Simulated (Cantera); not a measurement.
# Transport properties of process gases

Gas mixture: N₂ = 0.62 (molar parts), at 750 Torr, frozen composition.

Cantera's kinetic-theory transport with the Lennard-Jones parameters of GRI-Mech 3.0, ideal gas; thermal conductivity in the mixture-averaged form.

| T (K) | ρ (kg/m³) | cp (J/kg/K) | μ (µPa s) | λ (mW/m/K) | Pr | D (cm²/s) CH₃ | D (cm²/s) H | D (cm²/s) O |
|---|---|---|---|---|---|---|---|---|
| 400 | 0.842 | 1047 | 22.3 | 32.8 | 0.713 | 0.380 | 2.06 | 0.541 |
| 550 | 0.613 | 1065 | 27.9 | 42.1 | 0.706 | 0.659 | 3.58 | 0.929 |
| 700 | 0.481 | 1095 | 32.8 | 51.2 | 0.702 | 0.993 | 5.39 | 1.39 |
| 850 | 0.396 | 1134 | 37.3 | 60.0 | 0.705 | 1.38 | 7.48 | 1.93 |
| 1000 | 0.337 | 1169 | 41.5 | 68.6 | 0.708 | 1.81 | 9.82 | 2.53 |
| 1150 | 0.293 | 1195 | 45.5 | 76.9 | 0.707 | 2.29 | 12.4 | 3.19 |
| 1300 | 0.259 | 1218 | 49.2 | 84.8 | 0.706 | 2.80 | 15.2 | 3.91 |
D: mixture-averaged diffusion coefficient of that species in the mixture.
